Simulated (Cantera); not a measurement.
**Gas-phase reforming**

A perfectly stirred reactor is fed with CH4 : H2O = 1 : 1 (molar parts), at 560000 Pa; it is held at 2200 K, and followed from long to short residence time.

Computed with Cantera and GRI-Mech 3.0 (53 species, 325 reactions).

| τ (s) | x CH4 | x H2O | x HCO | x C2H | x CH2CO |
|---|---|---|---|---|---|
| 4.9 | 0.000924 | 0.00377 | 6.71e-7 | 1.44e-7 | 2.93e-7 |
| 1.2 | 0.00158 | 0.00756 | 6.61e-7 | 3.03e-7 | 5.78e-7 |
| 0.30 | 0.00281 | 0.0150 | 6.43e-7 | 6.18e-7 | 1.31e-6 |
| 0.076 | 0.00512 | 0.0291 | 6.11e-7 | 1.23e-6 | 3.38e-6 |
| 0.019 | 0.00945 | 0.0556 | 5.60e-7 | 2.38e-6 | 9.61e-6 |
| 0.0048 | 0.0172 | 0.101 | 4.97e-7 | 4.39e-6 | 2.69e-5 |
| 0.0012 | 0.0308 | 0.169 | 4.67e-7 | 7.44e-6 | 6.71e-5 |
x: mole fraction; the columns are a selection and need not sum to one.
